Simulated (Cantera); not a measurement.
A closed system holds: 1 mol SiC, 0.24 mol H2O, 7.3 mol H2, equilibrated at 950 K and 10.0 Torr.

These are equilibrium values from Cantera (NASA tables, ideal gas, pure condensed phases), not measurements of a reactor. Candidate condensed phases: C, C6H6, C7H8, C8H18, H2O, Si, SiC, SiO2; 123 gas species. Equilibrium is a limit: real reactors are often held back by kinetics, nucleation or transport.

Base state: H2 0.998, CH4 0.00222 (mole fractions); condensed: C(graphite) + SiC(s) + SiO2(β-quartz).

### Question
What changes in the equilibrium state with this change: temperature from 950 K to 900 K?

### Answer
| species | before | after |
|---|---|---|
| H2 | 0.998 | 0.996 |
| CH4 | 0.00222 | 0.00413 |
| C(graphite), mol | 0.103 | 0.0890 |
| SiC(s), mol | 0.880 | 0.880 |
| SiO2(β-quartz), mol | 0.120 | 0.120 |
